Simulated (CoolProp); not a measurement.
A simple Rankine cycle with R21: condensing at 314.15 K, boiler at 0.995 MPa, turbine inlet 472 K, turbine efficiency 0.8, pump efficiency 0.8, no recuperator. Each further row changes one setting.

Model: reference Helmholtz-energy equation of state, Platzer 1990, in CoolProp. This equation is an older, rougher fit; its heat capacities, sound speeds and derivatives of the liquid may be far off and weren't checked against measurements.

| case | thermal efficiency (%) | net work (kJ/kg) | heat in (kJ/kg) | turbine exit temperature (K) | volume ratio over the turbine |
|---|---|---|---|---|---|
| as stated | 9.7 | 31.6 | 326 | 420.3 | 3.01 |
| condensing temperature 306.15 K | 11.3 | 37.9 | 334 | 410.4 | 3.78 |
| boiler pressure 0.697 MPa | 7.0 | 22.9 | 328 | 436.1 | 2.15 |
| turbine efficiency 0.7 | 8.5 | 27.6 | 326 | 425.9 | 3.05 |
